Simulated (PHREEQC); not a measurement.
Model water analysis in mg/kgw, 25 °C, pH 6.77, pe 10.3:

| constituent | mg/kgw |
|---|---|
| Na | 192 |
| K | 61.8 |
| Ca | 215 |
| Mg | 22.7 |
| Cl | 328 |
| S(6) as SO4 | 465 |
| Alkalinity as HCO3 | 262 |
| Sr | 0.725 |
| Pb | 6.56 |

Valence states are taken as typed.

Model: ion-association model, phreeqc.dat, run in PHREEQC.

```
Quantity                      Result
--------------------  --------------
ionic strength        0.0294 mol/kgw
specific conductance      2230 µS/cm
charge-balance error          -1.5 %
```

```
species  molality  activity   log γ
-------  --------  --------  ------
Cl-       0.00925   0.00783  -0.072
Na+       0.00826   0.00705  -0.069
Ca+2      0.00441   0.00238  -0.268
HCO3-     0.00408   0.00349  -0.067
SO4-2     0.00372   0.00198  -0.274
K+        0.00156   0.00132  -0.073
CO2       0.00133   0.00133   0.003
CaSO4    0.000830  0.000836   0.003
Mg+2     0.000730  0.000400  -0.261
MgSO4    0.000184  0.000186   0.003
CaHCO3+  0.000123  0.000106  -0.065
NaSO4-    8.16e-5   6.99e-5  -0.067
```

No solid was allowed to form. Saturation is exceeded, for instance for Cerussite; the values hold only as long as no solid forms.
